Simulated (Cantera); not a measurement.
A Cantera script and what it prints.

```python
import numpy as np
import cantera as ct

gas_names = """
    C CN CO CO2 C2 CCN CNC C2N2 C2O C3 C3O2 C4 C4N2 C5 Cu CuO Cu2 N NCO NO NO2 NO3 N2 N2O O O2 O3
""".split()
cond_names = """
    C(gr) Cu(cr) Cu(L) CuO(s) Cu2O(s) Cu2O(L)
""".split()


def load(file, names, dense=False):
    # The tables refer to 1 bar. Condensed volumes are neglected.
    table = {s.name: s for s in ct.Species.list_from_file(file)}
    out = []
    for n in names:
        d = dict(table[n].input_data)
        d["thermo"] = dict(d["thermo"], **{"reference-pressure": 1e5})
        if dense:
            d["equation-of-state"] = {"model": "constant-volume", "density": "1e6 g/cm^3"}
        out.append(ct.Species.from_dict(d))
    return out


gas = ct.Solution(thermo="ideal-gas", species=load("nasa_gas.yaml", gas_names))
cond = {s.name: ct.Solution(thermo="fixed-stoichiometry", species=[s], name=s.name)
        for s in load("nasa_condensed.yaml", cond_names, dense=True)}
atoms = {
    'Cu': {'Cu': 1},
    'CO': {'C': 1, 'O': 1},
    'N2': {'N': 2},
}
top_T = {'C(gr)': 4500, 'CuO(s)': 1390}  # K; cautious upper limits of use, not melting points


def equilibrate(T, P, feed):
    n = {}
    for name, mol in feed.items():
        for a, k in atoms[name].items():
            n[a] = n.get(a, 0.0) + k * mol
    gas.TPX = T, P, n
    mass = sum(n.values()) * gas.mean_molecular_weight
    gas.equilibrate("TP")
    valid = [c for c in cond.values() if c.min_temp <= T <= top_T.get(c.name, c.max_temp)]
    mix = ct.Mixture([(gas, mass / gas.mean_molecular_weight)] + [(c, 0.0) for c in valid])
    mix.T, mix.P = T, P
    mix.equilibrate("TP", solver="vcs", rtol=1e-11, max_steps=5000)
    return mix


results = []
feed = {'Cu': 1, 'CO': 9.1, 'N2': 130}  # mol
T = 1623.15  # K
for P in [10, 82, 670, 5500, 45000, 370000, 3000000]:
    mix = equilibrate(T, P, feed)
    results.append((T, P, feed, dict(zip(mix.species_names, mix.species_moles))))

top = {s: max(r[3][s] / sum(r[3][g] for g in gas_names) for r in results) for s in gas_names}
cols = sorted((s for s in top if top[s] > 0.0001), key=lambda s: -top[s])[:6]
seen = [c for c in cond_names if any(r[3].get(c, 0) > 1e-12 for r in results)]
print("log10 of partial pressures in bar; condensed amounts in mol")
print(f"{'P/Pa':>10s}" + "".join(f"{s[:9]:>10s}" for s in cols + seen))
for T, P, feed, n in results:
    ng = sum(n[g] for g in gas_names)
    print(f"{P:10.4g}" + "".join(f"{np.log10(max(n[s] / ng * P / 1e5, 1e-99)):10.3f}" for s in cols)
          + "".join(f"{n.get(c, 0):10.4g}" for c in seen))
```

It prints:

```
log10 of partial pressures in bar; condensed amounts in mol
      P/Pa        N2        CO        Cu     C(gr)     Cu(L)
        10    -4.032    -5.187    -6.146         0         0
        82    -3.119    -4.274    -5.233         0         0
       670    -2.206    -3.361    -4.321         0         0
      5500    -1.289    -2.444    -4.255 1.204e-06    0.8589
   4.5e+04    -0.376    -1.531    -4.255 5.906e-05    0.9828
   3.7e+05     0.539    -0.616    -4.255 0.0005311    0.9979
     3e+06     1.448     0.292    -4.255  0.004343    0.9997
```

These are equilibrium values from Cantera (NASA tables, ideal gas, pure condensed phases), not measurements of a reactor.
